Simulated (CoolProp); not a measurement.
Vapour-liquid equilibrium of dimethyl ether (1) + n-hexane (2) at 0.216 MPa; x and y are mole fractions of (1).

Model: multi-fluid Helmholtz-energy mixture model, Wu 2011 and Thol 2019; pair parameters Bell 2016, in CoolProp.

| x | bubble temperature (°C) | y at the bubble point | dew temperature at overall composition x (°C) | liquid density (mol/L) |
|---|---|---|---|---|
| 0.05 | 73.4 | 0.464 | 93.0 | 7.235 |
| 0.125 | 49.9 | 0.765 | 90.0 | 7.804 |
| 0.2 | 34.9 | 0.875 | 86.8 | 8.311 |
| 0.275 | 25.0 | 0.923 | 83.3 | 8.794 |
| 0.35 | 18.2 | 0.947 | 79.6 | 9.277 |
| 0.425 | 13.2 | 0.962 | 75.6 | 9.775 |
| 0.5 | 9.5 | 0.971 | 71.2 | 10.30 |
| 0.575 | 6.4 | 0.977 | 66.3 | 10.87 |
| 0.65 | 3.9 | 0.982 | 60.6 | 11.48 |
| 0.725 | 1.7 | 0.987 | 54.0 | 12.15 |
| 0.8 | -0.4 | 0.990 | 45.8 | 12.90 |
| 0.875 | -2.5 | 0.994 | 34.9 | 13.73 |
| 0.95 | -4.5 | 0.998 | 17.3 | 14.68 |

No azeotrope shows between x = 0.05 and 0.95.

Pair parameters are fitted to limited data, so mixtures are less certain than the pure fluids.
